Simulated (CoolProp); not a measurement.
Properties of toluene along the isotherm 343.25 °C (Tc = 318.6 °C, pc = 4.126 MPa, ω = 0.266).

Computed with CoolProp (reference Helmholtz-energy equation of state, Lemmon 2006). It is a short technical equation, of lower accuracy than the large ones.

```csv
p (MPa),phase,density (kg/m³),cv (kJ/(kg K)),viscosity (µPa s),conductivity (mW/(m K)),fugacity coefficient
0.938,gas,18.25,2.101,14.2,43.3,0.9282
1.88,gas,[?],2.125,14.5,43.9,0.8583
2.81,gas,67.75,2.155,15.1,45.5,0.7911
3.75,gas,[?],2.196,16.2,49.4,0.7242
4.69,supercritical,173.2,2.262,19.1,59.7,0.6574
5.63,supercritical,338.5,2.288,34.5,76.9,0.5879
6.56,supercritical,415.9,2.238,47.0,[?],0.5271
7.5,supercritical,449.3,2.218,53.8,78.3,0.4793
8.44,supercritical,471.1,2.208,58.7,79.5,0.4419
9.38,supercritical,487.4,2.201,62.6,80.6,0.4118
10.3,supercritical,500.3,2.196,66.0,81.5,0.3878
```

Q: Complete the blanks.

A: 
- 1.88, density (kg/m³): 40.25
- 3.75, density (kg/m³): 106.4
- 6.56, conductivity (mW/(m K)): 77.2

Viscosity comes from a separate model (Avgeri 2015). Thermal conductivity comes from a separate model (Assael 2012).
